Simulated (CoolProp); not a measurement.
CHF3 (R23) along the isobar 26.4 MPa: density (kg/m³) from the reference equation and from simpler models built on Tc = 299.3 K, pc = 4.832 MPa, ω = 0.263; each cubic takes its own stable root.

The numbers come from the reference Helmholtz-energy equation of state, Penoncello 2003 in CoolProp.

```csv
T (K),phase,reference,van der Waals,Redlich-Kwong,Soave-Redlich-Kwong
157.1,liquid,1608,932.9,1346,1368
177.7,liquid,1544,910.2,1301,1326
198.3,liquid,1479,886.8,1252,1279
218.8,liquid,1413,862.9,1201,1228
239.4,liquid,1345,838.1,1148,1171
260,liquid,1274,812.6,1091,1109
280.6,liquid,1199,786.3,1033,1043
301.2,supercritical,1121,759.3,972.2,971.1
321.7,supercritical,1039,731.8,911.2,896.7
342.3,supercritical,955.1,703.5,849.8,820.8
362.9,supercritical,870.4,674.8,789.6,747.1
383.5,supercritical,788.7,645.7,731.8,678.6
404.1,supercritical,713.3,616.6,677.7,617.6
424.6,supercritical,647.2,587.9,628.5,565.3
```
